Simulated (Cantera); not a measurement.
A closed system holds: 1 mol SiCl4, 0.23 mol Cl2, 6.5 mol N2, equilibrated at 1102 °C and 0.00910 bar.

Method: chemical equilibrium by Gibbs-energy minimisation in Cantera with the NASA 1993 tables (ideal gas, pure condensed phases). Candidate condensed phases: Si, Si3N4; 13 gas species. The tables' values for SiCl3 are old estimates; treat these amounts as uncertain. The numbers say what is thermodynamically allowed, not how fast it happens.

Base state: N2 0.828, SiCl4 0.127, Cl 0.0296, Cl2 0.0146, SiCl3 4.87e-5 (mole fractions); condensed: gas only.

What changes in the equilibrium state with this change: temperature from 1102 °C to 1275 °C?


| species | before | after |
|---|---|---|
| N2 | 0.828 | 0.819 |
| SiCl4 | 0.127 | 0.125 |
| Cl | 0.0296 | 0.0517 |
| Cl2 | 0.0146 | 0.00380 |
| SiCl2 | 8.55e-8 | 3.57e-5 |
| SiCl3 | 4.87e-5 | 0.00126 |
